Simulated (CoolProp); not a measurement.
Vapour-liquid equilibrium of isobutene (1) + acetone (2) at 0.408 MPa; x and y are mole fractions of (1).

Values from CoolProp's multi-fluid Helmholtz-energy mixture model, Lemmon 2005 and Lemmon 2006; pair parameters Bell 2016.

| x | bubble temperature (°C) | y at the bubble point | dew temperature at overall composition x (°C) | liquid density (mol/L) |
|---|---|---|---|---|
| 0.05 | 90.8 | ___ | 101.6 | 11.96 |
| 0.125 | 75.5 | 0.563 | 98.5 | 12.02 |
| 0.2 | 64.8 | 0.702 | 95.2 | 11.98 |
| 0.275 | 57.4 | 0.778 | 91.7 | 11.87 |
| 0.35 | 52.4 | 0.823 | 88.0 | 11.72 |
| 0.425 | 48.8 | 0.853 | 84.0 | 11.54 |
| 0.5 | 46.2 | 0.874 | 79.6 | 11.35 |
| 0.575 | 44.2 | 0.890 | 74.7 | 11.16 |
| 0.65 | 42.4 | 0.905 | 69.1 | 10.97 |
| 0.725 | 40.8 | ___ | 62.7 | 10.80 |
| 0.8 | 39.3 | 0.936 | 55.1 | ___ |
| 0.875 | 37.7 | 0.955 | 46.1 | 10.48 |
| 0.95 | 36.1 | 0.980 | 38.1 | 10.34 |

Task: Complete the blanks.

Result: 
- 0.05, y at the bubble point: 0.296
- 0.725, y at the bubble point: 0.920
- 0.8, liquid density (mol/L): 10.63

No azeotrope shows between x = 0.05 and 0.95.

Pair parameters are fitted to limited data, so mixtures are less certain than the pure fluids.
